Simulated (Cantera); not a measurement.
A perfectly stirred reactor is fed with 8.33 % NH3, 91.7 % H2, at 13.5 Torr; it is held at 2173 K, and followed from long to short residence time.

Model: the gas-phase N/H chemistry of the illustrative SiF4/NH3 mechanism in the Surface Chemkin manual (1991), integrated in Cantera. Walls and surfaces, which speed up NH3 decomposition in real reactors, are not modelled.

**Question.** Predict: x(NH3) at τ = 1.10 s; x(H2) at τ = 1.10 s; x(N2H2) at τ = 1.10 s; x(NH) at τ = 1.10 s; x(NH3) at τ = 19.0 ms; x(H2) at τ = 19.0 ms; x(N2H2) at τ = 19.0 ms; x(NH) at τ = 19.0 ms.

**Answer.** 
| Quantity | Result |
|---|---|
| x(NH3) at τ = 1.10 s | 0.0164 |
| x(H2) at τ = 1.10 s | 0.949 |
| x(N2H2) at τ = 1.10 s | 1.88e-7 |
| x(NH) at τ = 1.10 s | 1.93e-5 |
| x(NH3) at τ = 19.0 ms | 0.0804 |
| x(H2) at τ = 19.0 ms | 0.916 |
| x(N2H2) at τ = 19.0 ms | 5.18e-7 |
| x(NH) at τ = 19.0 ms | 1.90e-5 |
